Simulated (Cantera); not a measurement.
A closed system holds: 1 mol B, 6 mol O₂, equilibrated at 3400 Pa.

These are equilibrium values from Cantera (NASA tables, ideal gas, pure condensed phases), not measurements of a reactor. Candidate condensed phases: B, B₂O₃; 10 gas species. Equilibrium is a limit: real reactors are often held back by kinetics, nucleation or transport.

Q: At 1675 °C, list the 5 most abundant gas species with their mole fractions, and the condensed phases.

A: O₂ 0.902, B₂O₃ 0.0774, BO₂ 0.0181, O 0.00229, BO 1.29e-5. Condensed: gas only.
